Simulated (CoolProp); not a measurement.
Properties of nitrous oxide along the isotherm 49.15 °C (Tc = 36.4 °C, pc = 7.245 MPa, ω = 0.161).

Computed with CoolProp (reference Helmholtz-energy equation of state, Lemmon 2006). It is a short technical equation, of lower accuracy than the large ones.

| p (MPa) | phase | Z | speed of sound (m/s) | isothermal compressibility (1/MPa) |
|---|---|---|---|---|
| 0.0115 | gas | 0.9995 | 277.5 | 87.00 |
| 0.0235 | gas | 0.9990 | 277.4 | 42.60 |
| 0.0483 | gas | 0.9980 | ___ | 20.75 |
| 0.0992 | gas | 0.9958 | 276.9 | 10.12 |
| 0.204 | gas | 0.9914 | 276.2 | 4.945 |
| 0.418 | gas | 0.9823 | 274.7 | 2.436 |
| 0.859 | gas | 0.9632 | 271.6 | 1.210 |
| 1.76 | gas | 0.9226 | ___ | ___ |
| 3.62 | gas | 0.8309 | 250.8 | 0.3400 |

Question: Some entries are withheld; supply them.

Answer: 
- 0.0483, speed of sound (m/s): 277.2
- 1.76, speed of sound (m/s): 265.1
- 1.76, isothermal compressibility (1/MPa): 0.6183
